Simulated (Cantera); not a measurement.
Adiabatic ignition

An adiabatic, constant-pressure homogeneous reactor starts with 9.16 % H₂, 19.0 % O₂, 71.8 % N₂, equivalence ratio 0.24, at 1575 K and 1000000 Pa.

Detailed kinetics in Cantera: GRI-Mech 3.0 (53 species, 325 reactions). The hydrogen kinetics of GRI-Mech 3.0 are dated; newer H2 mechanisms differ, most at raised pressure.

```csv
t (s),T (K),x H₂,x O₂,x H,x NO,x H₂O₂,x N₂O
1.00e-6,1578,0.0895,0.189,0.000706,1.06e-9,2.64e-6,4.12e-9
3.40e-6,2118,0.00150,0.146,0.00118,2.13e-5,1.11e-6,3.02e-6
1.15e-5,2194,0.000191,0.150,5.08e-5,2.75e-5,4.38e-7,3.81e-6
3.92e-5,2202,9.04e-5,0.151,1.74e-5,3.17e-5,3.97e-7,1.99e-6
0.000133,2202,8.97e-5,0.151,1.72e-5,4.27e-5,3.97e-7,1.74e-6
0.000452,2202,8.97e-5,0.151,1.72e-5,7.99e-5,3.97e-7,1.74e-6
0.00153,2202,8.96e-5,0.151,1.72e-5,0.000206,3.96e-7,1.73e-6
0.00521,2201,8.91e-5,0.150,1.70e-5,0.000625,3.95e-7,1.73e-6
0.0177,2198,8.77e-5,0.150,1.66e-5,0.00195,3.91e-7,1.72e-6
0.0601,2191,8.41e-5,0.148,1.56e-5,0.00532,3.81e-7,1.70e-6
0.204,2182,8.01e-5,0.146,1.45e-5,0.00922,3.70e-7,1.69e-6
0.694,2180,7.95e-5,0.146,1.43e-5,0.00983,3.68e-7,1.68e-6
2.36,2180,7.95e-5,0.146,1.43e-5,0.00983,3.68e-7,1.68e-6
8.00,2180,7.95e-5,0.146,1.43e-5,0.00983,3.68e-7,1.68e-6
```
x: mole fraction; the columns are a selection and need not sum to one.

```json
{
  "time_of_steepest_temperature_rise": "1.53 µs",
  "temperature at 8.00 s": "2180 K",
  "equilibrium_temperature": "2180 K",
  "x(H₂) at 8.00 s": "7.95e-5 (gas-phase equilibrium 7.95e-5)",
  "x(O₂) at 8.00 s": "0.146 (gas-phase equilibrium 0.146)",
  "x(H) at 8.00 s": "1.43e-5 (gas-phase equilibrium 1.43e-5)"
}
```
